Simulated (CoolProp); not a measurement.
Vapour-liquid equilibrium of R125 (1) + R152A (2) at 4.12 bar; x and y are mole fractions of (1).

Computed with CoolProp (multi-fluid Helmholtz-energy mixture model, Lemmon 2005 and Outcalt 1996; pair parameters Bell 2016).

### Question
Give the bubble temperature and the first vapour's composition at x = 0.65, 0.8, 0.95. Is there an azeotrope?

### Answer
x = 0.65: -6.7 °C, y = 0.808; x = 0.8: -10.2 °C, y = 0.906; x = 0.95: -13.5 °C, y = 0.980. No azeotrope shows between x = 0.05 and 0.95.

Pair parameters are fitted to limited data, so mixtures are less certain than the pure fluids.
